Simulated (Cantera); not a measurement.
Input (Python, Cantera) and output of one run.

```python
import numpy as np
import cantera as ct

gas_names = """
    CL CLO CL2 Fe FeCL FeCL2 FeCL3 FeO Fe2CL4 Fe2CL6 N NO NO2 NO3 N2 N2O O O2 O3
""".split()
cond_names = """
    Fe(a) Fe(c) Fe(d) Fe(L) FeCL2(s) FeCL2(L) FeCL3(s) FeCL3(L) FeO(s) FeO(L) Fe2O3(s) Fe3O4(s)
""".split()


# ... load() reads the species with a 1 bar reference pressure and builds the phases ...
atoms = {
    'Fe2O3': {'Fe': 2, 'O': 3},
    'Cl2': {'CL': 2},
    'N2': {'N': 2},
}
top_T = {'Fe2O3(s)': 1830, 'Fe3O4(s)': 1870}  # K; cautious upper limits of use, not melting points


# ... equilibrate(T, P, feed) seeds the gas with the atoms and calls Mixture.equilibrate('TP', solver="vcs", rtol=1e-11, max_steps=5000) ...
results = []
T = 1398.15  # K
P = 2600  # Pa
for m in [1.2, 1.5, 1.8, 2.2, 2.7, 3.4, 4.2, 5.1, 6.4]:
    feed = {'Fe2O3': 1, 'Cl2': 0.37, 'N2': m}  # mol
    mix = equilibrate(T, P, feed)
    results.append((T, P, feed, dict(zip(mix.species_names, mix.species_moles))))
    x = sorted(zip(gas.X, gas.species_names), reverse=True)
    print(f"T = {T:g} K  P = {P:g} Pa  n(N2) = {m:g} mol  gas = {mix.phase_moles(0):.4g} mol")
    print("   x: " + "  ".join(f"{s} {v:.3e}" for v, s in x if v > 0.001))
    print("   condensed (mol): " + ("  ".join(f"{mix.phase(i).name} {mix.phase_moles(i):.4g}"
          for i in range(1, mix.n_phases) if mix.phase_moles(i) > 1e-12) or "none"))
```

It prints:

```
T = 1398.15 K  P = 2600 Pa  n(N2) = 1.2 mol  gas = 1.786 mol
   x: N2 6.718e-01  FeCL2 1.353e-01  O2 1.178e-01  CL 2.744e-02  CL2 2.492e-02  FeCL3 2.213e-02
   condensed (mol): Fe2O3(s) 0.8594
T = 1398.15 K  P = 2600 Pa  n(N2) = 1.5 mol  gas = 2.091 mol
   x: N2 7.170e-01  FeCL2 1.190e-01  O2 1.020e-01  CL 2.438e-02  CL2 1.968e-02  FeCL3 1.730e-02
   condensed (mol): Fe2O3(s) 0.8574
T = 1398.15 K  P = 2600 Pa  n(N2) = 1.8 mol  gas = 2.396 mol
   x: N2 7.510e-01  FeCL2 1.064e-01  O2 9.006e-02  CL 2.200e-02  CL2 1.602e-02  FeCL3 1.396e-02
   condensed (mol): Fe2O3(s) 0.8558
T = 1398.15 K  P = 2600 Pa  n(N2) = 2.2 mol  gas = 2.801 mol
   x: N2 7.852e-01  FeCL2 9.336e-02  O2 7.797e-02  CL 1.952e-02  CL2 1.262e-02  FeCL3 1.087e-02
   condensed (mol): Fe2O3(s) 0.854
T = 1398.15 K  P = 2600 Pa  n(N2) = 2.7 mol  gas = 3.306 mol
   x: N2 8.164e-01  FeCL2 8.107e-02  O2 6.683e-02  CL 1.717e-02  CL2 9.761e-03  FeCL3 8.301e-03
   condensed (mol): Fe2O3(s) 0.8522
T = 1398.15 K  P = 2600 Pa  n(N2) = 3.4 mol  gas = 4.012 mol
   x: N2 8.473e-01  FeCL2 6.856e-02  O2 5.576e-02  CL 1.475e-02  CL2 7.206e-03  FeCL3 6.032e-03
   condensed (mol): Fe2O3(s) 0.8503
T = 1398.15 K  P = 2600 Pa  n(N2) = 4.2 mol  gas = 4.817 mol
   x: N2 8.717e-01  FeCL2 5.836e-02  O2 4.693e-02  CL 1.276e-02  CL2 5.390e-03  FeCL3 4.441e-03
   condensed (mol): Fe2O3(s) 0.8487
T = 1398.15 K  P = 2600 Pa  n(N2) = 5.1 mol  gas = 5.721 mol
   x: N2 8.912e-01  FeCL2 5.004e-02  O2 3.985e-02  CL 1.111e-02  CL2 4.088e-03  FeCL3 3.316e-03
   condensed (mol): Fe2O3(s) 0.8473
T = 1398.15 K  P = 2600 Pa  n(N2) = 6.4 mol  gas = 7.026 mol
   x: N2 9.108e-01  FeCL2 4.153e-02  O2 3.274e-02  CL 9.403e-03  CL2 2.928e-03  FeCL3 2.329e-03
   condensed (mol): Fe2O3(s) 0.8459
```

These are equilibrium values from Cantera (NASA tables, ideal gas, pure condensed phases), not measurements of a reactor.
